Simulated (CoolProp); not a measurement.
R21 at several states: Z from the reference equation and from simpler models built on Tc = 452.7 K, pc = 52.89 bar, ω = 0.206; each cubic takes its own stable root.

Model: reference Helmholtz-energy equation of state, Platzer 1990, in CoolProp. This equation is an older, rougher fit; its heat capacities, sound speeds and derivatives of the liquid may be far off and weren't checked against measurements.

```
T (K)  p (bar)   phase  reference
-----  -------  ------  ---------
318.7     4.82  liquid    0.01422
333       5.93  liquid    0.01724
426.9     3.39     gas     0.9729
362.1     91.8  liquid     0.2540
```

Question: How far does each simpler model (van der Waals, Redlich-Kwong, Soave-Redlich-Kwong, Peng-Robinson) lie from the reference over these 4 states: mean and median of the absolute difference, and the worst?

Answer: 
- van der Waals: mean 2950.0 %, median 2663.5 %, worst +6472.4 % at 318.7 K and 4.82 bar
- Redlich-Kwong: mean 2861.8 %, median 2571.0 %, worst +6305.1 % at 318.7 K and 4.82 bar
- Soave-Redlich-Kwong: mean 5.4 %, median 7.1 %, worst +7.5 % at 333 K and 5.93 bar
- Peng-Robinson: mean 4.0 %, median 5.1 %, worst -5.5 % at 318.7 K and 4.82 bar

At some of these states van der Waals, Redlich-Kwong gives the other phase, because its saturation line lies elsewhere.
